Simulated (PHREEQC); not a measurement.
LiOH is added in steps, without added water, to 1 kg of water holding 0.029 mol/kgw H2SO4, 0.032 mol/kgw LiCl and 0.00025 mol/kgw Fe2(SO4)3, at 25 °C. O2 is buffered at 0.21 atm. No CO2 enters from the air. Only these solids could form: Hematite.

Base run: PHREEQC, ion-association model, wateq4f.dat. Each further column changes one thing. The table gives HSO4- (mol/kgw).

```json
[
 {"LiOH added (mol)": "0", "base": "0.0182", "0.0069 mol/kgw Zn(NO3)2 added": "…", "0.00093 mol/kgw CaCl2 added": "0.0180", "Fe2(SO4)3 from 0.00025 to 0.000375 mol/kgw": "0.0185", "no solid may form": "…"},
 {"LiOH added (mol)": "0.00945", "base": "0.0165", "0.0069 mol/kgw Zn(NO3)2 added": "0.0153", "0.00093 mol/kgw CaCl2 added": "0.0164", "Fe2(SO4)3 from 0.00025 to 0.000375 mol/kgw": "…", "no solid may form": "…"},
 {"LiOH added (mol)": "0.02205", "base": "0.0137", "0.0069 mol/kgw Zn(NO3)2 added": "0.0127", "0.00093 mol/kgw CaCl2 added": "0.0136", "Fe2(SO4)3 from 0.00025 to 0.000375 mol/kgw": "0.0140", "no solid may form": "0.0132"},
 {"LiOH added (mol)": "0.0315", "base": "0.0111", "0.0069 mol/kgw Zn(NO3)2 added": "0.0102", "0.00093 mol/kgw CaCl2 added": "0.0110", "Fe2(SO4)3 from 0.00025 to 0.000375 mol/kgw": "0.0114", "no solid may form": "0.0105"},
 {"LiOH added (mol)": "0.04095", "base": "0.00794", "0.0069 mol/kgw Zn(NO3)2 added": "0.00731", "0.00093 mol/kgw CaCl2 added": "0.00786", "Fe2(SO4)3 from 0.00025 to 0.000375 mol/kgw": "0.00827", "no solid may form": "…"},
 {"LiOH added (mol)": "0.05355", "base": "0.00280", "0.0069 mol/kgw Zn(NO3)2 added": "0.00259", "0.00093 mol/kgw CaCl2 added": "0.00278", "Fe2(SO4)3 from 0.00025 to 0.000375 mol/kgw": "0.00316", "no solid may form": "0.00212"},
 {"LiOH added (mol)": "0.063", "base": "4.45e-12", "0.0069 mol/kgw Zn(NO3)2 added": "8.13e-8", "0.00093 mol/kgw CaCl2 added": "4.40e-12", "Fe2(SO4)3 from 0.00025 to 0.000375 mol/kgw": "5.73e-12", "no solid may form": "5.18e-12"}
]
```

Problem. Some entries are withheld; supply them.

Solution. 
- 0, 0.0069 mol/kgw Zn(NO3)2 added: 0.0169
- 0, no solid may form: 0.0178
- 0.00945, Fe2(SO4)3 from 0.00025 to 0.000375 mol/kgw: 0.0168
- 0.00945, no solid may form: 0.0161
- 0.04095, no solid may form: 0.00732

 In at least one series the solution becomes supersaturated in solids that the run did not let form, among them Hematite. Solids allowed in the column '0.0069 mol/kgw Zn(NO3)2 added': Hematite, Zn(OH)2-a, Zn4(OH)6SO4, Zn5(OH)8Cl2, Goslarite. Solids allowed in the column '0.00093 mol/kgw CaCl2 added': Gypsum, Portlandite, Hematite.
